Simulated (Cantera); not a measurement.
An isothermal, constant-pressure homogeneous reactor starts with CH4 : H2 : H = 0.022 : 1 : 0.073 (molar parts), at 1723 K and 120 Torr.

Cantera simulation using GRI-Mech 3.0 (53 species, 325 reactions); the numbers are that mechanism's predictions, not measurements. GRI-Mech 3.0 stops at C3 and has no aromatics, soot or wall deposition, so with more carbon than oxygen in the feed, carbon stays in small species such as C2H2 where larger ones or solid carbon would form.

x: mole fraction; the columns are a selection and need not sum to one.

```tsv
t (s)	x CH4	x H2	x H	x CH3	x CH2	x C2H6	x C2H4
0.000200	0.0106	0.974	0.00914	0.00196	1.23e-5	(withheld)	0.000115
0.000646	0.0111	0.981	0.00320	0.000729	2.09e-6	(withheld)	7.13e-5
0.00209	0.0113	0.983	0.00111	0.000256	2.84e-7	(withheld)	4.96e-5
0.00674	0.0112	0.984	0.000511	0.000118	6.25e-8	(withheld)	3.88e-5
0.0218	0.0110	0.984	0.000443	9.98e-5	4.60e-8	(withheld)	3.76e-5
0.0704	0.0102	0.984	0.000443	9.33e-5	4.32e-8	(withheld)	3.89e-5
0.227	0.00842	0.985	0.000446	7.72e-5	3.60e-8	(withheld)	4.25e-5
0.734	0.00540	0.987	0.000450	4.98e-5	2.37e-8	(withheld)	4.95e-5
2.37	0.00270	0.988	0.000454	2.51e-5	1.21e-8	(withheld)	5.66e-5
7.67	0.00167	0.989	0.000456	1.56e-5	7.57e-9	1.96e-8	5.96e-5
24.8	0.00159	0.989	0.000457	1.49e-5	7.25e-9	1.87e-8	5.98e-5
80.0	0.00159	0.989	0.000457	1.49e-5	7.25e-9	1.87e-8	5.98e-5
```

### Question
What belongs in the gaps?

### Answer

- 0.000200, x C2H6: 1.30e-5
- 0.000646, x C2H6: 5.28e-6
- 0.00209, x C2H6: 1.74e-6
- 0.00674, x C2H6: 6.34e-7
- 0.0218, x C2H6: 4.93e-7
- 0.0704, x C2H6: 4.31e-7
- 0.227, x C2H6: 2.96e-7
- 0.734, x C2H6: 1.27e-7
- 2.37, x C2H6: 3.81e-8
